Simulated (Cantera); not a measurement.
What does this Cantera script print?

```python
import numpy as np
import cantera as ct

gas = ct.Solution("h2o2.yaml")
gas.TPX = 450, 13332, {'H2': 1, 'O2': 0.417, 'N2': 1.29}
flame = ct.FreeFlame(gas, width=0.16)
flame.set_refine_criteria(ratio=3, slope=0.08, curve=0.16)
flame.transport_model = "mixture-averaged"
flame.solve(loglevel=0, auto=True)
z, T = flame.grid, flame.T
thick = (T[-1] - T[0]) / np.gradient(T, z).max()
show = ['H2', 'O2', 'HO2', 'O', 'H2O2', 'H2O']
print(f"laminar burning velocity  {flame.velocity[0] * 100:.3f} cm/s")
print(f"burnt temperature         {T[-1]:.1f} K")
print(f"thermal thickness         {thick * 1e3:.4f} mm")
print(f"grid points               {len(z)}")
z0 = z[flame.heat_release_rate.argmax()]
print(f"{'z/mm':>9s}{'T/K':>9s}{'u/(m/s)':>9s}" + "".join(f"{s:>11s}" for s in show))
rows = []
for k in (-3, -2, -1.5, -1, -0.5, -0.25, 0, 0.25, 0.5, 1, 2, 4, 8):
    zz = z0 + k * thick
    rows.append([k * thick, np.interp(zz, z, T), np.interp(zz, z, flame.velocity),
                 *(np.interp(zz, z, flame.X[gas.species_index(s)]) for s in show)])
    print(f"{rows[-1][0] * 1e3:9.3f}{rows[-1][1]:9.1f}{rows[-1][2]:9.3f}" + "".join(f"{x:11.3e}" for x in rows[-1][3:]))
```

Result:

```
laminar burning velocity  461.400 cm/s
burnt temperature         2474.1 K
thermal thickness         5.4801 mm
grid points               137
     z/mm      T/K  u/(m/s)         H2         O2        HO2          O       H2O2        H2O
  -16.440    450.0    4.614  3.694e-01  1.540e-01 -5.626e-16  2.722e-19  1.504e-17 -2.720e-16
  -10.960    450.0    4.614  3.694e-01  1.540e-01  4.712e-13  1.273e-15  7.785e-17  1.772e-14
   -8.220    450.0    4.614  3.694e-01  1.540e-01  2.836e-11  6.909e-14  4.346e-15  9.382e-13
   -5.480    450.0    4.614  3.694e-01  1.540e-01  1.469e-08  3.675e-11  4.942e-12  6.491e-10
   -2.740    454.1    4.651  3.685e-01  1.541e-01  6.759e-05  2.261e-06  1.088e-06  1.440e-04
   -1.370    623.9    6.296  3.434e-01  1.503e-01  5.490e-05  1.422e-04  6.482e-06  1.316e-02
    0.000   1090.5   10.621  1.911e-01  9.955e-02  1.730e-05  7.253e-03  6.512e-07  1.230e-01
    1.370   1388.7   13.362  7.927e-02  3.083e-02  4.916e-06  1.370e-02  7.885e-07  2.460e-01
    2.740   1509.3   14.417  7.404e-02  2.314e-02  3.236e-06  1.387e-02  6.238e-07  2.602e-01
    5.480   1648.9   15.599  7.839e-02  2.039e-02  2.422e-06  1.322e-02  3.863e-07  2.666e-01
   10.960   1804.6   16.872  8.196e-02  1.748e-02  1.775e-06  1.175e-02  2.059e-07  2.750e-01
   21.920   1970.2   18.182  8.377e-02  1.424e-02  1.274e-06  9.621e-03  1.076e-07  2.860e-01
   43.841   2135.4   19.443  8.360e-02  1.090e-02  9.468e-07  7.161e-03  6.229e-08  2.990e-01
```

Model: the H2/O2 subset of GRI-Mech 3.0, which has no nitrogen chemistry, integrated in Cantera. Burning velocities carry a grid error of a few per cent, more on coarse grids.
